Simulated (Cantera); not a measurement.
An isothermal, constant-pressure homogeneous reactor starts with CH₄ : H₂O : H₂ = 1 : 0.34 : 0.32 (molar parts), at 1275 K and 3980 Torr. Integrator tolerance rtol = 1e-08.

Detailed kinetics in Cantera: GRI-Mech 3.0 (53 species, 325 reactions). GRI-Mech 3.0 stops at C3 and has no aromatics, soot or wall deposition, so with more carbon than oxygen in the feed, carbon stays in small species such as C2H2 where larger ones or solid carbon would form.

**Question.** What does this change do: temperature 1275 to 2073 K?

**Answer.** 
```json
[
 {"quantity": "x(CH₄) at 7.00 s", "before": "0.557 (gas-phase equilibrium 0.280)", "after": "0.0115 (gas-phase equilibrium 0.0115)"},
 {"quantity": "x(H₂O) at 7.00 s", "before": "0.201 (gas-phase equilibrium 0.000289)", "after": "3.86e-6 (gas-phase equilibrium 3.89e-6)"},
 {"quantity": "x(H₂) at 7.00 s", "before": "0.225 (gas-phase equilibrium 0.574)", "after": "0.767 (gas-phase equilibrium 0.767)"},
 {"quantity": "x(O) at 7.00 s", "before": "<1e-12 (gas-phase equilibrium <1e-12)", "after": "<1e-12 (gas-phase equilibrium <1e-12)"},
 {"quantity": "x(CO) at 7.00 s", "before": "7.03e-5 (gas-phase equilibrium 0.145)", "after": "0.115 (gas-phase equilibrium 0.115)"},
 {"quantity": "x(CH₂CO) at 7.00 s", "before": "2.51e-7 (gas-phase equilibrium 1.60e-7)", "after": "8.93e-7 (gas-phase equilibrium 8.93e-7)"},
 {"quantity": "x(HCO) at 7.00 s", "before": "<1e-12 (gas-phase equilibrium 8.64e-10)", "after": "1.86e-7 (gas-phase equilibrium 1.86e-7)"}
]
```

**Question.** What does this change do: CH4 1 to 7.3 parts?

**Answer.** 
```json
[
 {"quantity": "x(CH₄) at 7.00 s", "before": "0.557 (gas-phase equilibrium 0.280)", "after": "0.800 (gas-phase equilibrium 0.691)"},
 {"quantity": "x(H₂O) at 7.00 s", "before": "0.201 (gas-phase equilibrium 0.000289)", "after": "0.0407 (gas-phase equilibrium 2.00e-6)"},
 {"quantity": "x(H₂) at 7.00 s", "before": "0.225 (gas-phase equilibrium 0.574)", "after": "0.122 (gas-phase equilibrium 0.231)"},
 {"quantity": "x(O) at 7.00 s", "before": "<1e-12 (gas-phase equilibrium <1e-12)", "after": "<1e-12 (gas-phase equilibrium <1e-12)"},
 {"quantity": "x(CO) at 7.00 s", "before": "7.03e-5 (gas-phase equilibrium 0.145)", "after": "2.49e-5 (gas-phase equilibrium 0.0376)"},
 {"quantity": "x(CH₂CO) at 7.00 s", "before": "2.51e-7 (gas-phase equilibrium 1.60e-7)", "after": "2.54e-7 (gas-phase equilibrium 2.54e-7)"},
 {"quantity": "x(HCO) at 7.00 s", "before": "<1e-12 (gas-phase equilibrium 8.64e-10)", "after": "<1e-12 (gas-phase equilibrium 1.43e-10)"}
]
```
